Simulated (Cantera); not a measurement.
Gas mixture: N2 : N2O = 0.56 : 0.55 (molar parts), at 60.0 Torr, frozen composition.

Cantera's kinetic-theory transport with the Lennard-Jones parameters of GRI-Mech 3.0, ideal gas; thermal conductivity in the multicomponent form.

One state of this run: ρ (kg/m³) = 0.0384; cp (J/kg/K) = 1195; μ (µPa s) = 38.0; λ (mW/m/K) = 62.4; Pr = 0.728; D (cm²/s) H2O = 19.3; D (cm²/s) H = 94.7; D (cm²/s) CH4 = 16.9. D: mixture-averaged diffusion coefficient of that species in the mixture.

Task: Which value of T (K) does it belong to?
A) 500
B) 900
C) 600
D) 700

Result: B, 900
